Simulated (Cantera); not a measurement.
Stirred combustor or abatement burner

A perfectly stirred reactor is fed with CH₄ : O₂ : N₂ = 1 : 1.67 : 6.27 (molar parts), equivalence ratio 1.2, at 4.93 atm; it is adiabatic with a 575 K inlet, and is followed from long to short residence time, starting on the burning branch (τ in s: 0.073, 0.037, 0.019, 0.0096, 0.0049, 0.0025, 0.0013, 0.00064, 0.00032, 0.00016, 8.3e-05, 4.2e-05).

Model: GRI-Mech 3.0 (53 species, 325 reactions), integrated in Cantera.

| τ (s) | T (K) | x CH₄ | x O₂ | x C₂H | x CH₂CO | x CH₃ | x HCN |
|---|---|---|---|---|---|---|---|
| 0.073 | 2331 | 7.07e-6 | 0.000118 | 3.04e-11 | 1.12e-8 | 3.61e-6 | 1.11e-6 |
| 0.037 | 2329 | 1.20e-5 | 0.000156 | 9.07e-11 | 2.08e-8 | 6.37e-6 | 1.99e-6 |
| 0.019 | 2327 | 1.90e-5 | 0.000218 | 2.41e-10 | 3.72e-8 | 1.06e-5 | 3.35e-6 |
| 0.0096 | 2322 | 2.87e-5 | 0.000323 | 5.95e-10 | 6.50e-8 | 1.71e-5 | 5.37e-6 |
| 0.0049 | 2316 | 4.16e-5 | 0.000489 | 1.32e-9 | 1.09e-7 | 2.64e-5 | 8.08e-6 |
| 0.0025 | 2308 | 5.91e-5 | 0.000747 | 2.74e-9 | 1.76e-7 | 3.94e-5 | 1.15e-5 |
| 0.0013 | 2297 | 8.35e-5 | 0.00113 | 5.36e-9 | 2.74e-7 | 5.75e-5 | 1.56e-5 |
| 0.00064 | 2281 | 0.000125 | 0.00176 | 1.09e-8 | 4.44e-7 | 8.66e-5 | 2.09e-5 |
| 0.00032 | 2261 | 0.000192 | 0.00270 | 2.20e-8 | 7.30e-7 | 0.000131 | 2.69e-5 |
| 0.00016 | 2234 | 0.000315 | 0.00415 | 4.61e-8 | 1.29e-6 | 0.000207 | 3.39e-5 |
| 8.3e-5 | 2200 | 0.000546 | 0.00635 | 9.93e-8 | 2.57e-6 | 0.000338 | 4.20e-5 |
| 4.2e-5 | 2148 | 0.00117 | 0.0108 | 2.54e-7 | 7.34e-6 | 0.000647 | 5.24e-5 |
x: mole fraction; the columns are a selection and need not sum to one.
